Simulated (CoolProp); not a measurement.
Vapour-liquid equilibrium of m-xylene (1) + n-decane (2) at 0.104 bar; x and y are mole fractions of (1).

Model: multi-fluid Helmholtz-energy mixture model, Zhou 2012 and Lemmon 2006; pair parameters Bell 2016, in CoolProp.

Task: Give the bubble temperature and the first vapour's composition at x = 0.05, 0.25, 0.35. Is there an azeotrope?

Result: x = 0.05: 99.0 °C, y = 0.159; x = 0.25: 89.6 °C, y = 0.545; x = 0.35: 86.0 °C, y = 0.658. No azeotrope shows between x = 0.05 and 0.95.

Pair parameters are fitted to limited data, so mixtures are less certain than the pure fluids.
